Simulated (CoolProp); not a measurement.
R1233zd(E) at several states: density (kg/m³) from the reference equation and from simpler models built on Tc = 438.9 K, pc = 35.83 bar, ω = 0.304; each cubic takes its own stable root.

Model: reference Helmholtz-energy equation of state, Akasaka 2022, in CoolProp.

| T (K) | p (bar) | phase | reference |
|---|---|---|---|
| 417.8 | 0.187 | gas | 0.7040 |
| 416.5 | 0.293 | gas | 1.108 |
| 217.7 | 0.118 | liquid | 1441 |
| 176.7 | 71.6 | liquid | 1531 |
| 266.2 | 0.127 | gas | 0.7539 |

Task: How far does each simpler model (van der Waals, Redlich-Kwong, Soave-Redlich-Kwong, Peng-Robinson) lie from the reference over these 5 states: mean and median of the absolute difference, and the worst?

Result: 
- van der Waals: mean 28.4 %, median 0.3 %, worst -99.9 % at 217.7 K and 0.118 bar
- Redlich-Kwong: mean 5.4 %, median 0.2 %, worst -13.5 % at 176.7 K and 71.6 bar
- Soave-Redlich-Kwong: mean 4.6 %, median 0.1 %, worst -12.1 % at 176.7 K and 71.6 bar
- Peng-Robinson: mean 0.4 %, median 0.1 %, worst -1.6 % at 176.7 K and 71.6 bar

At some of these states van der Waals gives the other phase, because its saturation line lies elsewhere.
